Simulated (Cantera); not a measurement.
Input: 1 mol NH3, 0.13 mol H2O, 0.18 mol O2, at 2202 °C and 1.00 bar.

Equilibrium computed with Cantera from the NASA thermochemical tables; the gas is ideal and each condensed phase is pure. Candidate condensed phases: H2O; 24 gas species. Kinetics and transport are ignored.

Base state: H2 0.523, N2 0.233, H2O 0.226, H 0.0163, OH 0.00142, NO 5.94e-5, O 2.92e-5 (mole fractions); condensed: gas only.

Question: What changes in the equilibrium state with this change: 0.16 mol HCl added?

Answer: 
```csv
species,before,after
H2,0.523,0.487
N2,0.233,0.216
H2O,0.226,0.211
HCl,0,0.0677
H,0.0163,0.0157
Cl,0,0.00155
NO,5.94e-5,5.72e-5
```
Further candidate phases: NH4Cl.

Question: What changes in the equilibrium state with this change: O2 from 0.18 to 8.6 mol?

Answer: 
| species | before | after |
|---|---|---|
| O2 | 5.19e-6 | 0.761 |
| H2O | 0.226 | 0.149 |
| N2 | 0.233 | 0.0445 |
| H2 | 0.523 | 0.000898 |
| O | 2.92e-5 | 0.0112 |
| H | 0.0163 | 0.000674 |
| OH | 0.00142 | 0.0225 |
| NO2 | <1e-9 | 1.74e-5 |
| HO2 | 7.09e-9 | 4.31e-5 |
| NO | 5.94e-5 | 0.00995 |
